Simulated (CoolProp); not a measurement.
Vapour-liquid equilibrium of m-xylene (1) + n-nonane (2) at 342.6 K; x and y are mole fractions of (1).

Computed with CoolProp (multi-fluid Helmholtz-energy mixture model, Zhou 2012 and Lemmon 2006; pair parameters Bell 2016).

```csv
x,bubble pressure (kPa),y at the bubble point,dew pressure at overall composition x (kPa),liquid density (mol/L)
0.05,6.580,0.109,___,5.377
0.2,7.620,0.342,6.962,5.654
0.35,8.398,___,7.658,___
0.5,8.980,0.618,8.408,6.296
0.65,9.413,0.724,9.120,___
0.8,9.717,0.831,9.644,7.091
0.95,9.884,0.953,9.882,7.562
```

Task: Fill in the missing entries.

Result: 
- 0.05, dew pressure at overall composition x (kPa): 6.348
- 0.35, y at the bubble point: 0.498
- 0.35, liquid density (mol/L): 5.959
- 0.65, liquid density (mol/L): 6.672

No azeotrope shows between x = 0.05 and 0.95.

Pair parameters are fitted to limited data, so mixtures are less certain than the pure fluids.
